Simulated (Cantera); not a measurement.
# Premixed flame

A freely propagating, adiabatic, planar premixed flame of 10.2 % CH₄, 3.89 % CO, 17.2 % O₂, 64.8 % N₂, 3.89 % H₂O, unburnt at 473 K and 0.533 atm; mixture-averaged transport, grid criteria slope 0.08 and curve 0.16, no radiation.

Cantera simulation using GRI-Mech 3.0 (53 species, 325 reactions); the numbers are that mechanism's predictions, not measurements. Burning velocities carry a grid error of a few per cent, more on coarse grids.

| z (mm) | T (K) | u (m/s) | x CH₄ | x CO | x O₂ | x CO₂ | x HCO | x H |
|---|---|---|---|---|---|---|---|---|
| -2.06 | 473 | 0.787 | 0.102 | 0.0388 | 0.172 | 8.90e-8 | <1e-8 | <1e-8 |
| -1.37 | 475 | 0.793 | 0.102 | 0.0387 | 0.171 | 3.04e-6 | <1e-8 | <1e-8 |
| -1.03 | 485 | 0.813 | 0.101 | 0.0387 | 0.170 | 2.81e-5 | <1e-8 | <1e-8 |
| -0.686 | 562 | 0.951 | 0.0952 | 0.0398 | 0.164 | 0.000418 | <1e-8 | 9.67e-7 |
| -0.343 | 1001 | 1.73 | 0.0664 | 0.0523 | 0.129 | 0.00566 | 8.74e-7 | 0.000160 |
| -0.172 | 1401 | 2.45 | 0.0367 | 0.0687 | 0.0889 | 0.0143 | 1.54e-5 | 0.000967 |
| 0 | 1753 | 3.08 | 0.00986 | 0.0849 | 0.0442 | 0.0279 | 4.97e-5 | 0.00399 |
| 0.172 | 1912 | 3.36 | 0.00106 | 0.0857 | 0.0174 | 0.0427 | 2.34e-5 | 0.00823 |
| 0.343 | 1954 | 3.42 | 6.63e-5 | 0.0781 | 0.00748 | 0.0542 | 2.75e-6 | 0.0107 |
| 0.686 | 1980 | 3.45 | 2.58e-7 | 0.0690 | 0.00330 | 0.0651 | 1.28e-7 | 0.0115 |
| 1.37 | 2006 | 3.48 | <1e-8 | 0.0653 | 0.00230 | 0.0694 | 9.58e-8 | 0.0104 |
| 2.74 | 2038 | 3.53 | <1e-8 | 0.0650 | 0.00164 | 0.0700 | 7.63e-8 | 0.00841 |
| 5.49 | 2074 | 3.59 | <1e-8 | 0.0651 | 0.000968 | 0.0702 | 5.49e-8 | 0.00609 |
x: mole fraction of selected species; z is measured from the peak of heat release.

```yaml
laminar_burning_velocity: 78.6 cm/s
thermal_thickness: 0.686 mm
peak x(HCO): 5.01e-5
peak x(H): 0.0115
grid_points: 150
```
